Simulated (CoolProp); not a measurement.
Saturation properties of trans-2-butene (Tc = 428.6 K, pc = 4.019 MPa, ω = 0.210).

Computed with CoolProp (reference Helmholtz-energy equation of state, Lemmon 2005). It is a short technical equation, of lower accuracy than the large ones.

| T (K) | p (MPa) | liquid density (kg/m³) | enthalpy of vaporisation (kJ/kg) | surface tension (mN/m) |
|---|---|---|---|---|
| 236.4 | 0.01845 | 667.1 | 437.9 | (withheld) |
| 242 | 0.02472 | 661.2 | 433.3 | 20.2 |
| 247.7 | 0.03277 | 655.1 | 428.5 | 19.4 |
| 253.4 | 0.04281 | (withheld) | 423.6 | 18.7 |
| 259.1 | 0.05518 | 642.9 | 418.7 | 18.0 |
| 264.8 | 0.07024 | 636.7 | 413.6 | 17.2 |
| 270.4 | 0.08802 | 630.5 | 408.5 | 16.5 |
| 276.1 | 0.1096 | 624.1 | 403.3 | 15.8 |
| 281.8 | 0.1351 | (withheld) | 397.8 | 15.1 |

Problem. Fill in the missing entries.

Solution. 
- 236.4, surface tension (mN/m): 20.9
- 253.4, liquid density (kg/m³): 649.1
- 281.8, liquid density (kg/m³): 617.7

It boils at 274.0 K under 1 atm.

Surface tension comes from a separate correlation (Mulero 2014).
